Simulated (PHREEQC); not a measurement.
Consider water at 60 °C with 0.0015 mol KHCO3 and 0.008 mol NaOH per kg of water. Closed to the air; pH follows from the charge balance.

The numbers come from PHREEQC with the ion-association model, phreeqc.dat.

```
quantity            before    after
----------------  --------  -------
CO3-2 (mol/kgw)   0.000930  5.47e-5
NaCO3- (mol/kgw)  0.000417  3.39e-6
HCO3- (mol/kgw)   0.000153  9.19e-5
NaHCO3 (mol/kgw)   4.39e-7  3.20e-8
```

**Question.** Which change was made?
(A) KHCO3 replaced by Na2CO3 at the same molality
(B) diluted 5-fold with water
(C) NaOH from 0.008 to 0.0008 mol/kgw
(D) diluted 10-fold with water
(E) NaOH from 0.008 to 0.08 mol/kgw

**Answer.** D, diluted 10-fold with water

This is a speciation only: nothing precipitates in the calculation. Constants without temperature data keep their 25 °C values here.
